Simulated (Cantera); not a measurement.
Input: 1 mol c-C4F8, a varied amount of F2, 0.13 mol H2, equilibrated at 1330 Pa.

Points: T (K) = 600, 800, 1000, 1200, 1400, 1600, 1800, 2000, 2200, 2400, 2600, 2800, 3000, 3200; n(F2) (mol) = 0.02, 0.03, 0.044, 0.064, 0.093, 0.14, 0.2, 0.29, 0.42, 0.62, 0.9, 1.3.

Cantera's Mixture.equilibrate('TP', solver="vcs", rtol=1e-11, max_steps=5000) on the NASA tables stopped like this:

```
ERROR: FAILURE its = 5001!

*******************************************************************************
CanteraError thrown by MultiPhase::equilibrate:
VCS solver failed. Return code: -1
*******************************************************************************
```

Question: What got this run through?

Answer: One answer among several that fit: The failure is numerical, not chemical. The same input converged with solver="gibbs", rtol=1e-10, max_steps=50000, and the result passed a check of the equilibrium conditions:
```
    600       0.02  C(gr)
    600       0.03  C(gr)
    600      0.044  C(gr)
    600      0.064  C(gr)
    600      0.093  C(gr)
    600       0.14  C(gr)
    600        0.2  C(gr)
    600       0.29  C(gr)
    600       0.42  C(gr)
    600       0.62  C(gr)
    600        0.9  C(gr)
    600        1.3  C(gr)
    800       0.02  C(gr)
    800       0.03  C(gr)
    800      0.044  C(gr)
    800      0.064  C(gr)
    800      0.093  C(gr)
    800       0.14  C(gr)
    800        0.2  C(gr)
    800       0.29  C(gr)
    800       0.42  C(gr)
    800       0.62  C(gr)
    800        0.9  C(gr)
    800        1.3  C(gr)
   1000       0.02  C(gr)
   1000       0.03  C(gr)
   1000      0.044  C(gr)
   1000      0.064  C(gr)
   1000      0.093  C(gr)
   1000       0.14  C(gr)
   1000        0.2  C(gr)
   1000       0.29  C(gr)
   1000       0.42  C(gr)
   1000       0.62  C(gr)
   1000        0.9  C(gr)
   1000        1.3  C(gr)
   1200       0.02  C(gr)
   1200       0.03  C(gr)
   1200      0.044  C(gr)
   1200      0.064  C(gr)
   1200      0.093  C(gr)
   1200       0.14  C(gr)
   1200        0.2  C(gr)
   1200       0.29  C(gr)
   1200       0.42  C(gr)
   1200       0.62  C(gr)
   1200        0.9  C(gr)
   1200        1.3  C(gr)
   1400       0.02  C(gr)
   1400       0.03  C(gr)
   1400      0.044  C(gr)
   1400      0.064  C(gr)
   1400      0.093  C(gr)
   1400       0.14  C(gr)
   1400        0.2  C(gr)
   1400       0.29  C(gr)
   1400       0.42  C(gr)
   1400       0.62  C(gr)
   1400        0.9  C(gr)
   1400        1.3  C(gr)
   1600       0.02  C(gr)
   1600       0.03  C(gr)
   1600      0.044  C(gr)
   1600      0.064  C(gr)
   1600      0.093  C(gr)
   1600       0.14  C(gr)
   1600        0.2  C(gr)
   1600       0.29  C(gr)
   1600       0.42  C(gr)
   1600       0.62  C(gr)
   1600        0.9  C(gr)
   1600        1.3  C(gr)
   1800       0.02  C(gr)
   1800       0.03  C(gr)
   1800      0.044  C(gr)
   1800      0.064  C(gr)
   1800      0.093  C(gr)
   1800       0.14  C(gr)
   1800        0.2  C(gr)
   1800       0.29  C(gr)
   1800       0.42  C(gr)
   1800       0.62  C(gr)
   1800        0.9  C(gr)
   1800        1.3  C(gr)
   2000       0.02  C(gr)
   2000       0.03  C(gr)
   2000      0.044  C(gr)
   2000      0.064  C(gr)
   2000      0.093  C(gr)
   2000       0.14  C(gr)
   2000        0.2  C(gr)
   2000       0.29  C(gr)
   2000       0.42  C(gr)
   2000       0.62  C(gr)
   2000        0.9  C(gr)
   2000        1.3  C(gr)
   2200       0.02  C(gr)
   2200       0.03  C(gr)
   2200      0.044  C(gr)
   2200      0.064  C(gr)
   2200      0.093  C(gr)
   2200       0.14  C(gr)
   2200        0.2  C(gr)
   2200       0.29  C(gr)
   2200       0.42  C(gr)
   2200       0.62  C(gr)
   2200        0.9  C(gr)
   2200        1.3  C(gr)
   2400       0.02  C(gr)
   2400       0.03  C(gr)
   2400      0.044  C(gr)
   2400      0.064  C(gr)
   2400      0.093  C(gr)
   2400       0.14  C(gr)
   2400        0.2  C(gr)
   2400       0.29  C(gr)
   2400       0.42  C(gr)
   2400       0.62  C(gr)
   2400        0.9  C(gr)
   2400        1.3  C(gr)
   2600       0.02  C(gr)
   2600       0.03  C(gr)
   2600      0.044  C(gr)
   2600      0.064  C(gr)
   2600      0.093  C(gr)
   2600       0.14  C(gr)
   2600        0.2  C(gr)
   2600       0.29  C(gr)
   2600       0.42  C(gr)
   2600       0.62  C(gr)
   2600        0.9  C(gr)
   2600        1.3  C(gr)
   2800       0.02  C(gr)
   2800       0.03  C(gr)
   2800      0.044  C(gr)
   2800      0.064  C(gr)
   2800      0.093  C(gr)
   2800       0.14  C(gr)
   2800        0.2  C(gr)
   2800       0.29  C(gr)
   2800       0.42  C(gr)
   2800       0.62  C(gr)
   2800        0.9  C(gr)
   2800        1.3  C(gr)
   3000       0.02  C(gr)
   3000       0.03  C(gr)
   3000      0.044  C(gr)
   3000      0.064  C(gr)
   3000      0.093  C(gr)
   3000       0.14  C(gr)
   3000        0.2  C(gr)
   3000       0.29  C(gr)
   3000       0.42  C(gr)
   3000       0.62  C(gr)
   3000        0.9  C(gr)
   3000        1.3  C(gr)
   3200       0.02  gas only
   3200       0.03  gas only
   3200      0.044  gas only
   3200      0.064  gas only
   3200      0.093  gas only
   3200       0.14  gas only
   3200        0.2  gas only
   3200       0.29  gas only
   3200       0.42  gas only
   3200       0.62  gas only
   3200        0.9  gas only
   3200        1.3  gas only
```

The gas is ideal and each condensed phase is pure. The feed counts by its element totals alone.
